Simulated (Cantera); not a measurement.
Charge: 1 mol C₂H₆, 88 mol H₂, equilibrated at 10.0 mbar.

These are equilibrium values from Cantera (NASA tables, ideal gas, pure condensed phases), not measurements of a reactor. Candidate condensed phases: C, C₆H₆, C₇H₈, C₈H₁₈; 76 gas species. The numbers say what is thermodynamically allowed, not how fast it happens.

x: gas mole fraction; n: condensed amount in mol.

```csv
T (°C),x H₂,x H,x C₂H₂ (acetylene),x C₂H,x CH₄,n C(graphite)
1152,1.000,6.82e-5,(withheld),<1e-12,3.77e-5,2.00
1252,1.000,0.000237,(withheld),6.27e-12,2.28e-5,2.00
1352,0.999,0.000705,(withheld),9.63e-11,1.47e-5,1.99
1452,0.998,0.00186,(withheld),1.07e-9,9.95e-6,1.98
1552,0.995,0.00439,(withheld),9.18e-9,7.02e-6,1.96
1652,0.990,0.00951,(withheld),6.25e-8,5.12e-6,1.92
1752,0.980,0.0191,(withheld),3.51e-7,3.82e-6,1.84
1852,0.963,0.0356,(withheld),1.67e-6,2.88e-6,1.70
1952,0.935,0.0626,(withheld),6.82e-6,2.18e-6,1.48
2052,0.892,0.104,(withheld),2.44e-5,1.62e-6,1.15
2152,0.830,0.163,(withheld),7.76e-5,1.17e-6,0.685
```

**Question.** Complete the blanks.

**Answer.** 
- 1152, x C₂H₂ (acetylene): 3.52e-6
- 1252, x C₂H₂ (acetylene): 1.21e-5
- 1352, x C₂H₂ (acetylene): 3.55e-5
- 1452, x C₂H₂ (acetylene): 9.20e-5
- 1552, x C₂H₂ (acetylene): 0.000214
- 1652, x C₂H₂ (acetylene): 0.000453
- 1752, x C₂H₂ (acetylene): 0.000887
- 1852, x C₂H₂ (acetylene): 0.00161
- 1952, x C₂H₂ (acetylene): 0.00274
- 2052, x C₂H₂ (acetylene): 0.00436
- 2152, x C₂H₂ (acetylene): 0.00648
